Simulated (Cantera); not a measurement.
Input (Python, Cantera) and output of one run.

```python
import numpy as np
import cantera as ct

gas_names = """
    C CH CH2 CH3 CH2OH CH3O CH4 CH3OH CO CO2 COOH C2 C2H CHCO,ketyl C2H2,acetylene C2H2,vinylidene
    CH2CO,ketene C2H3,vinyl CH3CO,acetyl C2H4 C2H4O,ethylen CH3CHO,ethanal CH3COOH (HCOOH)2 C2H5 C2H6
    CH3OCH3 C2H5OH C2O C3 C3H3,propargyl C3H4,allene C3H4,propyne C3H4,cyclo- C3H5,allyl C3H6,propylene
    C3H6,cyclo- C3H6O C3H7,n-propyl C3H7,i-propyl C3H8 C3H8O,1propanol C3H8O,2propanol C3O2 C4 C4H2
    C4H4,1,3-cyclo- C4H6,butadiene C4H6,2-butyne C4H6,cyclo- C4H8,1-butene C4H8,cis2-buten
    C4H8,tr2-butene C4H8,isobutene C4H8,cyclo- (CH3COOH)2 C4H9,n-butyl C4H9,i-butyl C4H9,s-butyl
    C4H9,t-butyl C4H10,isobutane C4H10,n-butane C5 C5H6,1,3cyclo- C5H8,cyclo- C5H10,1-pentene
    C5H10,cyclo- C5H11,pentyl C5H11,t-pentyl C5H12,n-pentane C5H12,i-pentane CH3C(CH3)2CH3 C6H2
    C6H5,phenyl C6H5O,phenoxy C6H6 C6H5OH,phenol C6H10,cyclo- C6H12,1-hexene C6H12,cyclo- C6H13,n-hexyl
    C7H7,benzyl C7H8 C7H8O,cresol C7H14,1-heptene C7H15,n-heptyl C7H16,n-heptane C8H8,styrene
    C8H10,ethylbenz C8H16,1-octene C8H17,n-octyl C8H18,isooctane C8H18,n-octane C9H19,n-nonyl
    C10H8,naphthale C10H21,n-decyl C12H9,o-bipheny C12H10,bipheny H HCO HO2 H2 HCHO,formaldehy HCOOH H2O
    H2O2 O OH O2 O3
""".split()
cond_names = """
    C(gr) C6H6(L) C7H8(L) C8H18(L),n-octa H2O(s) H2O(L)
""".split()


def load(file, names, dense=False):
    # The tables refer to 1 bar. Condensed volumes are neglected.
    table = {s.name: s for s in ct.Species.list_from_file(file)}
    out = []
    for n in names:
        d = dict(table[n].input_data)
        d["thermo"] = dict(d["thermo"], **{"reference-pressure": 1e5})
        if dense:
            d["equation-of-state"] = {"model": "constant-volume", "density": "1e6 g/cm^3"}
        out.append(ct.Species.from_dict(d))
    return out


gas = ct.Solution(thermo="ideal-gas", species=load("nasa_gas.yaml", gas_names))
cond = {s.name: ct.Solution(thermo="fixed-stoichiometry", species=[s], name=s.name)
        for s in load("nasa_condensed.yaml", cond_names, dense=True)}
atoms = {
    'C3H6': {'C': 3, 'H': 6},
    'O2': {'O': 2},
}
top_T = {'C(gr)': 4500}  # K; cautious upper limits of use, not melting points


def equilibrate(T, P, feed):
    n = {}
    for name, mol in feed.items():
        for a, k in atoms[name].items():
            n[a] = n.get(a, 0.0) + k * mol
    gas.TPX = T, P, n
    mass = sum(n.values()) * gas.mean_molecular_weight
    gas.equilibrate("TP")
    valid = [c for c in cond.values() if c.min_temp <= T <= top_T.get(c.name, c.max_temp)]
    mix = ct.Mixture([(gas, mass / gas.mean_molecular_weight)] + [(c, 0.0) for c in valid])
    mix.T, mix.P = T, P
    mix.equilibrate("TP", solver="vcs", rtol=1e-11, max_steps=5000)
    return mix


results = []
feed = {'C3H6': 1, 'O2': 0.21}  # mol
P = 101325  # Pa
for T in [1423, 1573, 1723, 1873, 2023, 2173, 2323, 2473, 2623, 2773]:
    mix = equilibrate(T, P, feed)
    results.append((T, P, feed, dict(zip(mix.species_names, mix.species_moles))))

top = {s: max(r[3][s] / sum(r[3][g] for g in gas_names) for r in results) for s in gas_names}
cols = sorted((s for s in top if top[s] > 1e-05), key=lambda s: -top[s])[:6]
seen = [c for c in cond_names if any(r[3].get(c, 0) > 1e-12 for r in results)]
print("log10 of partial pressures in bar; condensed amounts in mol")
print(f"{'T/K':>10s}" + "".join(f"{s[:9]:>10s}" for s in cols + seen))
for T, P, feed, n in results:
    ng = sum(n[g] for g in gas_names)
    print(f"{T:10.4g}" + "".join(f"{np.log10(max(n[s] / ng * P / 1e5, 1e-99)):10.3f}" for s in cols)
          + "".join(f"{n.get(c, 0):10.4g}" for c in seen))
```

It prints:

```
log10 of partial pressures in bar; condensed amounts in mol
       T/K        H2        CO         H C2H2,acet       CH4       H2O     C(gr)
      1423    -0.053    -0.905    -5.204    -5.517    -2.525    -3.468     2.571
      1573    -0.052    -0.905    -4.417    -4.737    -2.840    -3.940     2.575
      1723    -0.052    -0.905    -3.765    -4.095    -3.101    -4.328     2.577
      1873    -0.052    -0.905    -3.216    -3.558    -3.319    -4.653     2.577
      2023    -0.053    -0.905    -2.748    -3.102    -3.504    -4.928     2.574
      2173    -0.054    -0.906    -2.344    -2.711    -3.663    -5.166     2.566
      2323    -0.058    -0.907    -1.992    -2.373    -3.805    -5.373      2.55
      2473    -0.065    -0.909    -1.684    -2.081    -3.935    -5.559     2.522
      2623    -0.077    -0.913    -1.414    -1.829    -4.060    -5.730     2.475
      2773    -0.096    -0.920    -1.177    -1.613    -4.186    -5.893     2.402
```

Method: chemical equilibrium by Gibbs-energy minimisation in Cantera with the NASA 1993 tables (ideal gas, pure condensed phases).
